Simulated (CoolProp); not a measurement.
The numbers come from the reference Helmholtz-energy equation of state, Zhou 2011 in CoolProp.

Task: For dimethyl carbonate, give the phase and the density (kg/m³), cp (kJ/(kg K)), cv (kJ/(kg K)), Joule-Thomson coefficient (K/MPa) at 502.3 K and 6.28 MPa.

Result: 
- 502.3 K and 6.28 MPa: liquid; density 757, cp 2.43, cv 1.70, Joule-Thomson coefficient 0.243
